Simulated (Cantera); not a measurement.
What does this Cantera script print?

```python
import numpy as np
import cantera as ct

gas_names = """
    CL CL2 H HCL H2 Si SiCL SiCL2 SiCL3 SiCL4 SiH SiHCL3 SiH2 SiH2CL2 SiH3 SiH3CL SiH4 Si2 Si3
""".split()
cond_names = """
    Si(cr) Si(L)
""".split()


def load(file, names, dense=False):
    # The tables refer to 1 bar. Condensed volumes are neglected.
    table = {s.name: s for s in ct.Species.list_from_file(file)}
    out = []
    for n in names:
        d = dict(table[n].input_data)
        d["thermo"] = dict(d["thermo"], **{"reference-pressure": 1e5})
        if dense:
            d["equation-of-state"] = {"model": "constant-volume", "density": "1e6 g/cm^3"}
        out.append(ct.Species.from_dict(d))
    return out


gas = ct.Solution(thermo="ideal-gas", species=load("nasa_gas.yaml", gas_names))
cond = {s.name: ct.Solution(thermo="fixed-stoichiometry", species=[s], name=s.name)
        for s in load("nasa_condensed.yaml", cond_names, dense=True)}
atoms = {
    'Si': {'Si': 1},
    'Cl2': {'CL': 2},
    'H2': {'H': 2},
}
top_T = {}  # K; cautious upper limits of use, not melting points


def equilibrate(T, P, feed):
    n = {}
    for name, mol in feed.items():
        for a, k in atoms[name].items():
            n[a] = n.get(a, 0.0) + k * mol
    gas.TPX = T, P, n
    mass = sum(n.values()) * gas.mean_molecular_weight
    gas.equilibrate("TP")
    valid = [c for c in cond.values() if c.min_temp <= T <= top_T.get(c.name, c.max_temp)]
    mix = ct.Mixture([(gas, mass / gas.mean_molecular_weight)] + [(c, 0.0) for c in valid])
    mix.T, mix.P = T, P
    mix.equilibrate("TP", solver="vcs", rtol=1e-11, max_steps=5000)
    return mix


results = []
feed = {'Si': 1, 'Cl2': 1.6, 'H2': 6.7}  # mol
T = 1275  # K
P = 270000  # Pa
mix = equilibrate(T, P, feed)
results.append((T, P, feed, dict(zip(mix.species_names, mix.species_moles))))
print(gas.report(threshold=0.0001))
for i in range(1, mix.n_phases):
    print(f"{mix.phase(i).name:16s} {mix.phase_moles(i):12.5e} mol")
```

Output:

```
       temperature   1275 K
          pressure   2.7e+05 Pa
           density   0.50934 kg/m^3
  mean mol. weight   19.998 kg/kmol
   phase of matter   gas

                          1 kg             1 kmol
                     ---------------   ---------------
          enthalpy       -1.4388e+06       -2.8774e+07  J
   internal energy       -1.9689e+06       -3.9375e+07  J
           entropy             10253        2.0504e+05  J/K
    Gibbs function       -1.4511e+07        -2.902e+08  J
 heat capacity c_p            1961.5             39226  J/K
 heat capacity c_v            1545.7             30912  J/K

                      mass frac. Y      mole frac. X     chem. pot. / RT
                     ---------------   ---------------   ---------------
               HCL          0.083428          0.045763           -35.728
                H2          0.084907           0.84225           -17.321
             SiCL2          0.031901         0.0064451            -58.33
             SiCL3          0.049134          0.007309           -85.397
             SiCL4           0.45808          0.053923           -112.46
            SiHCL3           0.27132          0.040061           -94.058
           SiH2CL2          0.020834         0.0041251           -75.651
            SiH3CL        0.00039485        0.00011864           -57.244
     [  +11 minor]         2.416e-06        1.8999e-06

Si(cr)            1.56482e-01 mol
```

Equilibrium computed with Cantera from the NASA thermochemical tables; the gas is ideal and each condensed phase is pure. The tables' values for SiCl3 are old estimates; treat these amounts as uncertain.
